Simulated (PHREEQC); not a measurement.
A made-up water analysis in mmol/kgw, 25 °C, pH 8.1: Na 114; K 7.64; Ca 12.9; Mg 3.11; Cl 468; S(6) 1.41; Alkalinity (meq/kgw) 0.155; Sr 0.0476; Li 0.327.

Valence states are taken as typed.

Equilibrium calculation in PHREEQC: Pitzer model, pitzer.dat.

This is a speciation only: nothing precipitates in the calculation.

Task: Predict the activity of water.

Result: activity of water 0.990.

Task: In which forms is C present?

Result: HCO3- 95 %, CO3-2 2.9 %, CO2 1.2 % of the C.
